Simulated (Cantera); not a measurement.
**Metals in furnace atmospheres: Al + NH3 + N2 + CO2**

Input: 1 mol Al, 0.24 mol NH3, 2.8 mol N2, 1.1 mol CO2, equilibrated at 75.0 Torr.

Cantera equilibrium calculation (NASA polynomials, part measured and part estimated; ideal gas, pure solids and liquids). Candidate condensed phases: Al, AlN, Al2O3, C, C6H6, C7H8, C8H18, H2O; 148 gas species. Mutual solubility and eutectic melting of coexisting phases are not modelled. Equilibrium is a limit: real reactors are often held back by kinetics, nucleation or transport.

```tsv
T (K)	x N2	x CO	x H2	x HCN	x H	x Al	x HNC	x Al2O	n Al2O3(s)	n C(graphite)	n AlN(s)
1548	0.733	0.176	0.0902	0.000378	2.93e-5	5.17e-9	7.41e-6	1.13e-10	0.500	0.398	0
1598	0.727	0.183	0.0897	0.000516	5.04e-5	5.24e-8	1.17e-5	2.27e-9	0.489	0.366	0.0213
1648	0.656	0.259	0.0845	0.000560	8.18e-5	2.35e-7	1.46e-5	1.55e-8	0.367	0	0.265
1698	0.656	0.259	0.0845	0.000457	0.000133	9.21e-7	1.36e-5	8.81e-8	0.367	0	0.265
1748	0.656	0.259	0.0845	0.000378	0.000210	3.33e-6	1.27e-5	4.52e-7	0.367	0	0.266
1798	0.656	0.259	0.0844	0.000316	0.000324	1.12e-5	1.19e-5	2.11e-6	0.367	0	0.266
1848	0.656	0.259	0.0844	0.000267	0.000487	3.52e-5	1.12e-5	9.07e-6	0.367	0	0.266
```
x: gas mole fraction; n: condensed amount in mol.

At 1548 K the condensed part is Al2O3(s) + C(graphite). At 1598 K the condensed part is AlN(s) + Al2O3(s) + C(graphite). From 1648 K to 1848 K the condensed part is AlN(s) + Al2O3(s).
